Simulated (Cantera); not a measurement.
An isothermal, constant-pressure homogeneous reactor starts with 79.4 % NO, 20.6 % N2, at 1498 K and 518 Torr.

Model: GRI-Mech 3.0 (53 species, 325 reactions), integrated in Cantera.

x: mole fraction; the columns are a selection and need not sum to one.

```tsv
t (s)	x NO	x N2	x O2	x N2O	x O	x NO2
1.00e-6	0.794	0.206	<1e-12	3.89e-9	3.73e-9	1.65e-10
4.12e-6	0.794	0.206	<1e-12	1.61e-8	1.35e-8	2.54e-9
1.70e-5	0.794	0.206	1.21e-11	6.62e-8	3.48e-8	3.14e-8
7.02e-5	0.794	0.206	9.43e-11	2.73e-7	4.53e-8	2.28e-7
0.000289	0.794	0.206	5.79e-10	1.12e-6	4.61e-8	1.08e-6
0.00119	0.794	0.206	(withheld)	(withheld)	4.90e-8	(withheld)
0.00492	0.794	0.206	7.21e-8	1.83e-5	6.11e-8	1.98e-5
0.0203	0.793	0.206	1.89e-6	6.58e-5	1.11e-7	8.85e-5
0.0838	0.793	0.207	7.29e-5	0.000165	2.68e-7	0.000341
0.346	0.791	0.208	0.000976	0.000207	3.72e-7	0.000525
1.43	0.782	0.212	(withheld)	0.000202	(withheld)	(withheld)
5.88	0.750	0.228	0.0210	0.000185	7.80e-7	0.00113
24.2	0.640	0.283	0.0755	0.000134	1.36e-6	0.00173
100	0.397	0.404	0.197	5.10e-5	2.14e-6	0.00172
```

Question: What belongs in the gaps?

Answer: 
- 0.00119, x O2: 4.92e-9
- 0.00119, x N2O: 4.60e-6
- 0.00119, x NO2: 4.64e-6
- 1.43, x O2: 0.00503
- 1.43, x O: 4.85e-7
- 1.43, x NO2: 0.000701
